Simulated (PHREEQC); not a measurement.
Consider water at 20 °C with 0.025 mol CdCl2, 0.00083 mol CuCl2, 0.00033 mol NaHCO3 and 0.036 mol HF per kg of water. Closed to the air; pH follows from the charge balance.

All values are PHREEQC results (ion-association model, wateq4f.dat), not measurements.

No solid was allowed to form.

Q: Order these Cd species by the share of Cd that they hold, largest first: CdCl+, Cd+2, CdCl3-, CdF+, CdCl2.

A: CdCl+ (56 %), Cd+2 (38 %), CdCl2 (5.3 %), CdF+ (1.1 %), CdCl3- (0.11 %)

Q: Order these Cl species by the share of Cl that they hold, largest first: Cl-, CdCl3-, CdCl+, CdCl2.

A: Cl- (68 %), CdCl+ (27 %), CdCl2 (5.1 %), CdCl3- (0.16 %)

The pH is 2.33 and the ionic strength 0.0507 mol/kgw. wateq4f.dat counts part of the HF as a dimer, H2F2, which phreeqc.dat doesn't know; its constant is uncertain.
